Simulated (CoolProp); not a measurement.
Vapour-liquid equilibrium of nitrogen (1) + methane (2) at -157.05 °C; x and y are mole fractions of (1).

The numbers come from the multi-fluid Helmholtz-energy mixture model, Span 2000 and Setzmann 1991; pair parameters Kunz 2012 in CoolProp.

Task: Give the bubble pressure and the first vapour's composition at x = 0.2, 0.875, 0.95. Is there an azeotrope?

Result: x = 0.2: 641.3 kPa, y = 0.781; x = 0.875: 1768 kPa, y = 0.967; x = 0.95: 1930 kPa, y = 0.985. No azeotrope shows between x = 0.05 and 0.95.

Pair parameters are fitted to limited data, so mixtures are less certain than the pure fluids. The gap from Raoult's law changes sign with composition, which may be real or a fault of the pair parameters; it wasn't checked against measurements.
